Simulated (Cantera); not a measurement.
A freely propagating, adiabatic, planar premixed flame of CH4 : CO : O2 : N2 : CO2 = 1 : 0.11 : 2.7 : 10.2 : 0.29 (molar parts), unburnt at 675 K and 525 Torr; mixture-averaged transport, grid criteria slope 0.08 and curve 0.16, no radiation.

Computed with Cantera and GRI-Mech 3.0 (53 species, 325 reactions). Burning velocities carry a grid error of a few per cent, more on coarse grids.

**Question.** Predict: laminar burning velocity; thermal thickness; peak x(O); peak x(H2O2).

**Answer.** 
```json
{
  "laminar_burning_velocity": "135 cm/s",
  "thermal_thickness": "0.506 mm",
  "peak x(O)": "0.00616",
  "peak x(H2O2)": "1.04e-5"
}
```
